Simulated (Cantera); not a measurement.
A perfectly stirred reactor is fed with 14.6 % CH4, 17.3 % O2, 64.6 % N2, 3.51 % H2O, equivalence ratio 1.7, at 1.80 bar; it is adiabatic with a 650 K inlet, and is followed from long to short residence time, starting on the burning branch (τ in s: 0.44, 0.16, 0.058, 0.021, 0.0077, 0.0028, 0.001, 0.00037, 0.00013, 4.9e-05, 1.8e-05).

Cantera simulation using GRI-Mech 3.0 (53 species, 325 reactions); the numbers are that mechanism's predictions, not measurements.

**Question.** Predict: blow-out, bracketed by the residence times tried; x(CH4) at τ = 0.440 s; x(O2) at τ = 0.440 s; x(CH2O) at τ = 0.440 s; x(HO2) at τ = 0.440 s; x(HCO) at τ = 0.440 s; x(CH4) at τ = 2.80 ms; x(O2) at τ = 2.80 ms; x(CH2O) at τ = 2.80 ms; x(HO2) at τ = 2.80 ms; x(HCO) at τ = 2.80 ms.

**Answer.** 
| Quantity | Value |
|---|---|
| blow-out, bracketed by the residence times tried | burning at 1.00 ms, out at 0.370 ms |
| x(CH4) at τ = 0.440 s | 0.000752 |
| x(O2) at τ = 0.440 s | 3.59e-5 |
| x(CH2O) at τ = 0.440 s | 9.90e-7 |
| x(HO2) at τ = 0.440 s | 7.84e-9 |
| x(HCO) at τ = 0.440 s | 3.31e-8 |
| x(CH4) at τ = 2.80 ms | 0.00701 |
| x(O2) at τ = 2.80 ms | 0.00288 |
| x(CH2O) at τ = 2.80 ms | 3.88e-5 |
| x(HO2) at τ = 2.80 ms | 8.84e-7 |
| x(HCO) at τ = 2.80 ms | 5.76e-7 |
